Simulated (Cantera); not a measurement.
Feed: 1 mol Zr, 0.69 mol H₂O, 270 mol H₂, equilibrated at 2073.15 K and 0.00590 bar.

These are equilibrium values from Cantera (NASA tables, ideal gas, pure condensed phases), not measurements of a reactor. Candidate condensed phases: H₂O, Zr, ZrO₂; 12 gas species. Mutual solubility and eutectic melting of coexisting phases are not modelled. Condensed phases not in the tables: N, O or C dissolved in the metal. Kinetics and transport are ignored.

Base state: H₂ 0.966, H 0.0337, ZrO 3.22e-5 (mole fractions); condensed: Zr(β) + ZrO₂(tetragonal).

Q: What changes in the equilibrium state with this change: Zr replaced by Cr?

A: 
| species | before | after |
|---|---|---|
| H₂ | 0.966 | 0.960 |
| H | 0.0337 | 0.0336 |
| Cr | 0 | 0.00361 |
| H₂O | 1.90e-6 | 0.00248 |
| ZrO | 3.22e-5 | 0 |
| Zr(β), mol | 0.650 | 0 |
| ZrO₂(tetragonal), mol | 0.340 | 0 |
Further candidate phases: Cr, Cr₂O₃.
